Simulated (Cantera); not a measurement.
A freely propagating, adiabatic, planar premixed flame of H2 : O2 : N2 = 1 : 0.417 : 1.57 (molar parts), equivalence ratio 1.2, unburnt at 500 K and 0.150 bar; mixture-averaged transport, grid criteria slope 0.08 and curve 0.16, no radiation.

Computed with Cantera and the H2/O2 subset of GRI-Mech 3.0, which has no nitrogen chemistry. Burning velocities carry a grid error of a few per cent, more on coarse grids.

### Question
How do the results move with these cheaper or finer settings: unity-Lewis-number transport; multicomponent transport; multicomponent+Soret transport; grid criteria slope 0.5, curve 1; grid criteria slope 0.25, curve 0.5; grid criteria slope 0.03, curve 0.06?

### Answer
| setting | laminar burning velocity | thermal thickness | peak x(O) | peak x(H) | grid points |
|---|---|---|---|---|---|
| as above | 481 cm/s | 5.19 mm | 0.0120 | 0.101 | 136 |
| unity-Lewis-number transport | 298 cm/s | 3.91 mm | 0.0120 | 0.105 | 126 |
| multicomponent transport | 470 cm/s | 5.16 mm | 0.0119 | 0.101 | 136 |
| multicomponent+Soret transport | 450 cm/s | 5.09 mm | 0.0118 | 0.0988 | 136 |
| grid criteria slope 0.5, curve 1 | 580 cm/s | 7.46 mm | 0.0118 | 0.102 | 43 |
| grid criteria slope 0.25, curve 0.5 | 513 cm/s | 5.87 mm | 0.0123 | 0.102 | 71 |
| grid criteria slope 0.03, curve 0.06 | 473 cm/s | 5.04 mm | 0.0119 | 0.101 | 310 |
Unity Lewis numbers drop preferential diffusion, which matters most where H2 and H carry the flame; Soret adds thermal diffusion.
